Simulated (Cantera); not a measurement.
A Cantera script and what it prints.

```python
import numpy as np
import cantera as ct

gas_names = """
    H H2 Si SiH SiH2 SiH3 SiH4 Si2 Si3
""".split()
cond_names = """
    Si(cr) Si(L)
""".split()


def load(file, names, dense=False):
    # The tables refer to 1 bar. Condensed volumes are neglected.
    table = {s.name: s for s in ct.Species.list_from_file(file)}
    out = []
    for n in names:
        d = dict(table[n].input_data)
        d["thermo"] = dict(d["thermo"], **{"reference-pressure": 1e5})
        if dense:
            d["equation-of-state"] = {"model": "constant-volume", "density": "1e6 g/cm^3"}
        out.append(ct.Species.from_dict(d))
    return out


gas = ct.Solution(thermo="ideal-gas", species=load("nasa_gas.yaml", gas_names))
cond = {s.name: ct.Solution(thermo="fixed-stoichiometry", species=[s], name=s.name)
        for s in load("nasa_condensed.yaml", cond_names, dense=True)}
atoms = {
    'SiH4': {'Si': 1, 'H': 4},
    'H2': {'H': 2},
}
top_T = {}  # K; cautious upper limits of use, not melting points


def equilibrate(T, P, feed):
    n = {}
    for name, mol in feed.items():
        for a, k in atoms[name].items():
            n[a] = n.get(a, 0.0) + k * mol
    gas.TPX = T, P, n
    mass = sum(n.values()) * gas.mean_molecular_weight
    gas.equilibrate("TP")
    valid = [c for c in cond.values() if c.min_temp <= T <= top_T.get(c.name, c.max_temp)]
    mix = ct.Mixture([(gas, mass / gas.mean_molecular_weight)] + [(c, 0.0) for c in valid])
    mix.T, mix.P = T, P
    mix.equilibrate("TP", solver="vcs", rtol=1e-11, max_steps=5000)
    return mix


results = []
feed = {'SiH4': 1, 'H2': 380}  # mol
P = 270  # Pa
for T in [825, 975, 1125, 1275, 1425, 1575, 1725]:
    mix = equilibrate(T, P, feed)
    results.append((T, P, feed, dict(zip(mix.species_names, mix.species_moles))))

top = {s: max(r[3][s] / sum(r[3][g] for g in gas_names) for r in results) for s in gas_names}
cols = sorted((s for s in top if top[s] > 1e-06), key=lambda s: -top[s])[:8]
seen = [c for c in cond_names if any(r[3].get(c, 0) > 1e-12 for r in results)]
print("log10 of partial pressures in bar; condensed amounts in mol")
print(f"{'T/K':>10s}" + "".join(f"{s[:9]:>10s}" for s in cols + seen))
for T, P, feed, n in results:
    ng = sum(n[g] for g in gas_names)
    print(f"{T:10.4g}" + "".join(f"{np.log10(max(n[s] / ng * P / 1e5, 1e-99)):10.3f}" for s in cols)
          + "".join(f"{n.get(c, 0):10.4g}" for c in seen))
```

Result:

```
log10 of partial pressures in bar; condensed amounts in mol
       T/K        H2         H        Si       SiH      SiH2       Si2    Si(cr)     Si(L)
       825    -2.569   -12.385   -20.718   -19.317   -15.274   -27.474         1         0
       975    -2.569   -10.226   -16.351   -15.691   -12.920   -21.778         1         0
      1125    -2.569    -8.637   -13.154   -13.040   -11.194   -17.611         1         0
      1275    -2.569    -7.417   -10.715   -11.020    -9.875   -14.433         1         0
      1425    -2.569    -6.450    -8.793    -9.430    -8.835   -11.931    0.9995         0
      1575    -2.569    -5.666    -7.241    -8.147    -7.994    -9.913    0.9894         0
      1725    -2.570    -5.016    -5.993    -7.124    -7.334    -8.315         0    0.8369
```

Cantera equilibrium calculation (NASA polynomials, part measured and part estimated; ideal gas, pure solids and liquids). Gases not in the tables: Si2H6 and higher silanes.
